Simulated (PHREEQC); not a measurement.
Dissolve 45 mmol/kgw K2CO3, 0.00041 mmol/kgw H4SiO4 and 29 mmol/kgw CuSO4 at 14 °C. Closed to the air; pH follows from the charge balance.

All values are PHREEQC results (ion-association model, wateq4f.dat), not measurements.

No solid was allowed to form.

### Question
Estimate the pH.

### Answer
pH 8.24.

### Question
In which forms is C present?

### Answer
HCO3- 52 %, CuCO3 26 %, Cu(CO3)2-2 21 %, CO3-2 0.7 %, CO2 0.6 %, CuHCO3+ 0.5 % of the C.

The solution is supersaturated, for example in Malachite, Cu(OH)2, so a real one may precipitate; this is no full list. Away from 25 °C the constants follow the database's enthalpies or fits; those with neither stay at their 25 °C values. The database's constant for dissolved Cu(OH)2 is higher than later reviews accept.
